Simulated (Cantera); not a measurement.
Charge: 1 mol SiC, 0.0065 mol H2O, 160 mol N2, at 1752 °C and 13.3 mbar.

These are equilibrium values from Cantera (NASA tables, ideal gas, pure condensed phases), not measurements of a reactor. Candidate condensed phases: C, C6H6, C7H8, C8H18, H2O, Si, SiC, SiO2, Si2N2O, Si3N4; 151 gas species. Rates play no part.

Base state: N2 1.000, Si 0.000262, CO 4.02e-5, H 3.55e-5, HCN 3.46e-5, SiC2 1.22e-5 (mole fractions); condensed: C(graphite) + SiC(s).

### Question
What changes in the equilibrium state with this change: temperature from 1752 °C to 1727 °C?

### Answer
```
species             before     after
----------------  --------  --------
N2                   1.000     1.000
Si                0.000262  0.000179
CO                 4.02e-5   4.02e-5
SiC2               1.22e-5   7.41e-6
H                  3.55e-5   3.33e-5
HCN                3.46e-5   3.48e-5
C(graphite), mol    0.0287    0.0156
SiC(s), mol          0.952     0.967
```
